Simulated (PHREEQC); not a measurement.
Dissolve 0.00032 mol/kgw (NH4)2SiF6 and 0.034 mol/kgw H2SO4 at 25 °C. Closed to the air; pH follows from the charge balance.

All values are PHREEQC results (ion-association model, phreeqc.dat), not measurements.

Q: The ionic strength comes out as 0.0566 mol/kgw. What activity coefficients do NH4SO4-, SiF6-2, F-, NH4+, HSO4- get?

A: NH4SO4- 0.81, SiF6-2 0.45, F- 0.80, NH4+ 0.79, HSO4- 0.81.

This is a speciation only: nothing precipitates in the calculation. Examples of supersaturated solids here: Quartz (slow to form), Chalcedony (slow to form). Others may be too. SiF6-2 is the database's only silicon fluoride.
